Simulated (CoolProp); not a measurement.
The numbers come from the reference Helmholtz-energy equation of state, Thol 2015 in CoolProp.

### Question
For octamethylcyclotetrasiloxane (D4), give the phase and the density (kg/m³), cv (kJ/(kg K)), Joule-Thomson coefficient (K/MPa), expansivity (1/kK) at 356.5 K and 0.101 MPa; 452.2 K and 0.101 MPa.

### Answer
- 356.5 K and 0.101 MPa: liquid; density 883, cv 1.49, Joule-Thomson coefficient -0.332, expansivity 1.34
- 452.2 K and 0.101 MPa: gas; density 8.61, cv 1.66, Joule-Thomson coefficient 22.0, expansivity 2.93
